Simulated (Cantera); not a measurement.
Cantera run:

```python
import numpy as np
import cantera as ct

gas_names = [...]  # 117 gases of nasa_gas.yaml made of Al, C, H, N
cond_names = """
    AL(cr) AL(L) ALN(s) C(gr) C6H6(L) C7H8(L) C8H18(L),n-octa
""".split()


# ... load() reads the species with a 1 bar reference pressure and builds the phases ...
atoms = {
    'AlN': {'AL': 1, 'N': 1},
    'C': {'C': 1},
    'N2': {'N': 2},
    'NH3': {'N': 1, 'H': 3},
}
top_T = {'ALN(s)': 2750, 'C(gr)': 4500}  # K; cautious upper limits of use, not melting points


# ... equilibrate(T, P, feed) seeds the gas with the atoms and calls Mixture.equilibrate('TP', solver="vcs", rtol=1e-11, max_steps=5000) ...
results = []
feed = {'AlN': 1, 'C': 0.018, 'N2': 0.34, 'NH3': 0.041}  # mol
P = 100000  # Pa
for T in [3000, 3250, 3500, 3750, 4000, 4250, 4500, 4750, 5000]:
    mix = equilibrate(T, P, feed)
    results.append((T, P, feed, dict(zip(mix.species_names, mix.species_moles))))

top = {s: max(r[3][s] / sum(r[3][g] for g in gas_names) for r in results) for s in gas_names}
cols = sorted((s for s in top if top[s] > 1e-05), key=lambda s: -top[s])[:6]
seen = [c for c in cond_names if any(r[3].get(c, 0) > 1e-12 for r in results)]
print("log10 of partial pressures in bar; condensed amounts in mol")
print(f"{'T/K':>10s}" + "".join(f"{s[:9]:>10s}" for s in cols + seen))
for T, P, feed, n in results:
    ng = sum(n[g] for g in gas_names)
    print(f"{T:10.4g}" + "".join(f"{np.log10(max(n[s] / ng * P / 1e5, 1e-99)):10.3f}" for s in cols)
          + "".join(f"{n.get(c, 0):10.4g}" for c in seen))
```

Result:

```
log10 of partial pressures in bar; condensed amounts in mol
       T/K        AL        N2         H         N        H2       AL+
      3000    -0.294    -0.356    -1.703    -5.034    -1.802    -3.989
      3250    -0.295    -0.360    -1.483    -4.389    -1.979    -3.633
      3500    -0.298    -0.364    -1.346    -3.836    -2.234    -3.337
      3750    -0.300    -0.366    -1.272    -3.356    -2.547    -3.082
      4000    -0.302    -0.368    -1.238    -2.935    -2.882    -2.846
      4250    -0.304    -0.370    -1.225    -2.563    -3.210    -2.618
      4500    -0.307    -0.373    -1.220    -2.232    -3.517    -2.403
      4750    -0.312    -0.379    -1.219    -1.937    -3.800    -2.204
      5000    -0.318    -0.387    -1.222    -1.673    -4.060    -2.023
```

Method: chemical equilibrium by Gibbs-energy minimisation in Cantera with the NASA 1993 tables (ideal gas, pure condensed phases).
